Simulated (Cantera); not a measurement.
Feed: 1 mol borazine, 94 mol H2, 0.54 mol N2, equilibrated at 1898.15 K and 0.135 Torr.

Cantera equilibrium calculation (NASA polynomials, part measured and part estimated; ideal gas, pure solids and liquids). Candidate condensed phases: B, BN; 15 gas species. The feed counts by its element totals alone. The tables' values for BH2 are old estimates; treat these amounts as uncertain. Rates play no part.

Base state: H2 0.924, H 0.0561, N2 0.0200, BH2 0.000233, B 0.000124 (mole fractions); condensed: B(s).

Task: What changes in the equilibrium state with this change: temperature from 1898.15 K to 1798 K?

Result: 
```
species      before     after
---------  --------  --------
H2            0.924     0.954
H            0.0561    0.0256
N2           0.0200    0.0203
BH2        0.000233  0.000122
B          0.000124   1.75e-5
B(s), mol      2.96      2.99
```
